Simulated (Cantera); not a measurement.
## Dilute partial oxidation

An isothermal, constant-pressure homogeneous reactor starts with CH3OH : O2 : N2 = 0.027 : 0.0033 : 1 (molar parts), at 948 K and 3750 Torr.

Computed with Cantera and GRI-Mech 3.0 (53 species, 325 reactions). GRI-Mech 3.0 was tuned for natural gas; its chemistry of methanol as a main component is partial and can be far from experiment. Below about 1000 K GRI-Mech 3.0 lacks low-temperature oxidation paths.

```json
[
 {"t (s)": "2.00e-5", "x CH3OH": "0.0262", "x O2": "0.00320", "x CH2": "<1e-12", "x C2H2": "<1e-12", "x HCN": "<1e-12", "x HCO": "<1e-12", "x HO2": "5.97e-12"},
 {"t (s)": "5.64e-5", "x CH3OH": "0.0262", "x O2": "0.00320", "x CH2": "<1e-12", "x C2H2": "<1e-12", "x HCN": "<1e-12", "x HCO": "<1e-12", "x HO2": "1.85e-11"},
 {"t (s)": "0.000159", "x CH3OH": "0.0262", "x O2": "0.00320", "x CH2": "<1e-12", "x C2H2": "<1e-12", "x HCN": "<1e-12", "x HCO": "<1e-12", "x HO2": "5.75e-11"},
 {"t (s)": "0.000448", "x CH3OH": "0.0262", "x O2": "0.00320", "x CH2": "<1e-12", "x C2H2": "<1e-12", "x HCN": "<1e-12", "x HCO": "<1e-12", "x HO2": "1.76e-10"},
 {"t (s)": "0.00126", "x CH3OH": "0.0262", "x O2": "0.00320", "x CH2": "<1e-12", "x C2H2": "<1e-12", "x HCN": "<1e-12", "x HCO": "<1e-12", "x HO2": "5.17e-10"},
 {"t (s)": "0.00356", "x CH3OH": "0.0262", "x O2": "0.00320", "x CH2": "<1e-12", "x C2H2": "<1e-12", "x HCN": "<1e-12", "x HCO": "<1e-12", "x HO2": "1.48e-9"},
 {"t (s)": "0.0100", "x CH3OH": "0.0262", "x O2": "0.00320", "x CH2": "<1e-12", "x C2H2": "<1e-12", "x HCN": "<1e-12", "x HCO": "<1e-12", "x HO2": "4.18e-9"},
 {"t (s)": "0.0283", "x CH3OH": "0.0262", "x O2": "0.00320", "x CH2": "<1e-12", "x C2H2": "<1e-12", "x HCN": "<1e-12", "x HCO": "<1e-12", "x HO2": "1.17e-8"},
 {"t (s)": "0.0797", "x CH3OH": "0.0262", "x O2": "0.00320", "x CH2": "<1e-12", "x C2H2": "<1e-12", "x HCN": "<1e-12", "x HCO": "<1e-12", "x HO2": "3.25e-8"},
 {"t (s)": "0.225", "x CH3OH": "0.0262", "x O2": "0.00320", "x CH2": "<1e-12", "x C2H2": "<1e-12", "x HCN": "<1e-12", "x HCO": "<1e-12", "x HO2": "8.85e-8"},
 {"t (s)": "0.634", "x CH3OH": "0.0262", "x O2": "0.00320", "x CH2": "<1e-12", "x C2H2": "<1e-12", "x HCN": "<1e-12", "x HCO": "<1e-12", "x HO2": "3.30e-7"},
 {"t (s)": "1.79", "x CH3OH": "0.00105", "x O2": "<1e-12", "x CH2": "<1e-12", "x C2H2": "6.84e-9", "x HCN": "1.79e-10", "x HCO": "1.70e-10", "x HO2": "<1e-12"},
 {"t (s)": "5.03", "x CH3OH": "0.000634", "x O2": "<1e-12", "x CH2": "<1e-12", "x C2H2": "6.79e-9", "x HCN": "1.79e-10", "x HCO": "1.01e-10", "x HO2": "<1e-12"},
 {"t (s)": "14.2", "x CH3OH": "0.000167", "x O2": "<1e-12", "x CH2": "<1e-12", "x C2H2": "7.00e-9", "x HCN": "1.78e-10", "x HCO": "2.81e-11", "x HO2": "<1e-12"},
 {"t (s)": "40.0", "x CH3OH": "8.03e-6", "x O2": "<1e-12", "x CH2": "<1e-12", "x C2H2": "7.84e-9", "x HCN": "1.78e-10", "x HCO": "5.14e-12", "x HO2": "<1e-12"}
]
```
x: mole fraction; the columns are a selection and need not sum to one.

Equilibrium at this temperature and pressure: CH3OH 5.16e-11, O2 <1e-12, CH2 <1e-12, C2H2 1.08e-11, HCN 7.25e-7, HCO <1e-12, HO2 <1e-12 (gas phase only).
